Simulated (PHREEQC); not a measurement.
Model water analysis in mg/L, 35 °C, pH 3.76, pe 9: Na 261; K 11.5; Ca 111; Mg 154; Cl 97.5; S(6) as SO4 1300; Sr 6.69.

Valence states are taken as typed.

Equilibrium calculation in PHREEQC: ion-association model, phreeqc.dat.

Precipitation was switched off in this run.

### Question
Predict the ionic strength, specific conductance, charge-balance error.

### Answer
ionic strength 0.0379 mol/kgw; specific conductance 3030 µS/cm; charge-balance error 1.1 %.

### Question
In which forms is S present?

### Answer
SO4-2 71 %, MgSO4 20 %, CaSO4 6.3 %, NaSO4- 2.1 %, HSO4- 0.9 % of the S.

Complexes and solids missing from the database can't appear.
